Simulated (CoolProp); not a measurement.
A closed Brayton cycle with carbon dioxide: compressor inlet 317.15 K and 8.3 MPa, high pressure 23 MPa, turbine inlet 735 K, compressor efficiency 0.85, turbine efficiency 0.9, recuperator effectiveness 0 (on enthalpy, no pinch check). Each further row changes one setting.

The numbers come from the reference Helmholtz-energy equation of state, Span 1996 in CoolProp.

```
case                           thermal efficiency (%)  net work (kJ/kg)  compressor to turbine work  compressor exit (K)  turbine exit (K)
-----------------------------  ----------------------  ----------------  --------------------------  -------------------  ----------------
as stated                                  (withheld)              71.0                        0.39                393.7             621.2
turbine inlet 685 K                        (withheld)              61.4                        0.43                393.7             575.4
compressor inlet 327.15 K                  (withheld)        (withheld)                        0.46           (withheld)             621.2
high pressure 19.6 MPa                     (withheld)              62.9                  (withheld)                381.4             638.7
recuperator effectiveness 0.5              (withheld)              71.0                        0.39                393.7             621.2
```

Q: Complete the blanks.

A: 
- as stated, thermal efficiency (%): 15.2
- turbine inlet 685 K, thermal efficiency (%): 15.1
- compressor inlet 327.15 K, thermal efficiency (%): 14.6
- compressor inlet 327.15 K, net work (kJ/kg): 62.4
- compressor inlet 327.15 K, compressor exit (K): 413.9
- high pressure 19.6 MPa, thermal efficiency (%): 13.1
- high pressure 19.6 MPa, compressor to turbine work: 0.37
- recuperator effectiveness 0.5, thermal efficiency (%): 21.1
